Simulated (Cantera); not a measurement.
Input: 1 mol CH₃SiCl₃, 0.54 mol C₂H₂, 680 mol H₂, held at 1798 K and 0.00370 bar.

Equilibrium computed with Cantera from the NASA thermochemical tables; the gas is ideal and each condensed phase is pure. Candidate condensed phases: C, C₆H₆, C₇H₈, C₈H₁₈, Si, SiC; 109 gas species. The feed counts by its element totals alone. Equilibrium is a limit: real reactors are often held back by kinetics, nucleation or transport.

Q: What is the equilibrium state?

A: 
```
Property                              Value
--------------------------------  ---------
x(H₂)                                 0.990
x(H)                                0.00576
x(HCl)                              0.00435
x(C₂H₂ (acetylene))                0.000171
x(Si)                               1.99e-5
x(Cl)                               1.94e-5
x(CH₄)                              2.81e-6
x(SiCl₂)                            1.42e-6
x(SiH)                              1.38e-6
n(C(graphite))                    0.860 mol
n(SiC(s))                         0.983 mol
gas amount                        685.5 mol
log10 activity of Si(l) (absent)      -1.62
```
